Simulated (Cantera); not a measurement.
## Thermodynamics of iron carbonyl, mercury and lead vapours, feed PbO + H2 + N2

Feed: 1 mol PbO, 1.1 mol H2, a varied amount of N2, at 100000 Pa.

Equilibrium computed with Cantera from the NASA thermochemical tables; the gas is ideal and each condensed phase is pure. Candidate condensed phases: H2O, Pb, PbO, PbO2, Pb3O4; 27 gas species. Rates play no part.

**Question.** Map the stable condensed phases over T = 627, 677, 727, 777, 827, 877, 927, 977, 1027, 1077, 1127, 1177, 1227, 1277 °C and n(N2) in mol = 0.63, 0.97, 1.5, 2.3, 3.6, 5.7, 8.8, 14, 21, 33, 51, 79.

**Answer.** 
```
T in °C \ n(N2) in mol
         0.63 0.97  1.5  2.3  3.6  5.7  8.8   14   21   33   51   79
   1277     A    A    A    A    A    A    A    A    A    B    B    B
   1227     A    A    A    A    A    A    A    A    A    A    B    B
   1177     A    A    A    A    A    A    A    A    A    A    A    B
   1127     A    A    A    A    A    A    A    A    A    A    A    A
   1077     A    A    A    A    A    A    A    A    A    A    A    A
   1027     A    A    A    A    A    A    A    A    A    A    A    A
    977     A    A    A    A    A    A    A    A    A    A    A    A
    927     A    A    A    A    A    A    A    A    A    A    A    A
    877     A    A    A    A    A    A    A    A    A    A    A    A
    827     A    A    A    A    A    A    A    A    A    A    A    A
    777     A    A    A    A    A    A    A    A    A    A    A    A
    727     A    A    A    A    A    A    A    A    A    A    A    A
    677     A    A    A    A    A    A    A    A    A    A    A    A
    627     A    A    A    A    A    A    A    A    A    A    A    A
```
A: Pb; B: gas only.
